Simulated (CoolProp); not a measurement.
Vapour-liquid equilibrium of isobutene (1) + ethanol (2) at 68.85 °C; x and y are mole fractions of (1).

Model: multi-fluid Helmholtz-energy mixture model, Lemmon 2005 and Schroeder 2014; pair parameters Bell 2016, in CoolProp.

| x | bubble pressure (MPa) | y at the bubble point | dew pressure at overall composition x (MPa) | liquid density (mol/L) |
|---|---|---|---|---|
| 0.05 | 0.2280 | 0.701 | 0.07224 | 15.75 |
| 0.15 | 0.4983 | 0.867 | 0.08078 | 14.90 |
| 0.25 | 0.6753 | 0.904 | 0.09158 | 14.09 |
| 0.35 | [?] | [?] | 0.1057 | 13.32 |
| 0.45 | 0.7985 | 0.923 | 0.1248 | 12.59 |
| 0.55 | 0.8091 | 0.924 | 0.1523 | 11.90 |
| 0.65 | 0.8191 | 0.926 | 0.1952 | [?] |
| 0.75 | [?] | [?] | [?] | 10.65 |
| 0.85 | 0.8782 | 0.947 | 0.4451 | 10.10 |
| 0.95 | [?] | 0.977 | 0.8835 | 9.618 |

Task: Complete the blanks.

Result: 
- 0.35, bubble pressure (MPa): 0.7649
- 0.35, y at the bubble point: 0.918
- 0.65, liquid density (mol/L): 11.25
- 0.75, bubble pressure (MPa): 0.8407
- 0.75, y at the bubble point: 0.933
- 0.75, dew pressure at overall composition x (MPa): 0.2716
- 0.95, bubble pressure (MPa): 0.9300

No azeotrope shows between x = 0.05 and 0.95.

Pair parameters are fitted to limited data, so mixtures are less certain than the pure fluids. With so large a gap from Raoult's law the liquid may split in two, which this calculation doesn't test in full.
